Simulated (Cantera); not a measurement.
Input: 1 mol Si, a varied amount of CO2, 100 mol H2, equilibrated at 1598 K and 22.0 mbar.

Cantera equilibrium calculation (NASA polynomials, part measured and part estimated; ideal gas, pure solids and liquids). Candidate condensed phases: C, C6H6, C7H8, C8H18, H2O, Si, SiC, SiO2; 123 gas species. The tables hold silica as quartz up to 1696 K and as liquid above; real silica turns to tridymite and cristobalite and melts near 1996 K. The numbers say what is thermodynamically allowed, not how fast it happens.

x: gas mole fraction; n: condensed amount in mol.

```csv
n(CO2) (mol),x H2,x CO,x H2O,x CO2,n SiO2(β-quartz)
2.3,0.974,0.0224,0.00324,2.49e-5,0.966
3.2,0.957,0.0309,0.0116,0.000125,0.991
4,0.942,0.0382,0.0190,0.000257,0.994
4.9,0.926,0.0462,0.0272,0.000454,0.996
5.7,0.911,0.0532,0.0344,0.000670,0.997
6.6,0.896,0.0609,0.0422,0.000958,0.997
7.4,0.882,?,?,?,0.998
8.3,0.866,0.0750,0.0565,0.00163,0.998
9.1,0.853,0.0814,0.0631,0.00201,0.998
10,0.839,0.0884,?,?,0.999
11,0.823,0.0960,0.0780,0.00304,0.999
12,0.807,0.103,0.0856,0.00366,0.999
13,0.792,0.111,0.0930,0.00434,0.999
```

**Question.** What belongs in the gaps?

**Answer.** 
- 7.4, x CO: 0.0676
- 7.4, x H2O: 0.0490
- 7.4, x CO2: 0.00126
- 10, x H2O: 0.0703
- 10, x CO2: 0.00247
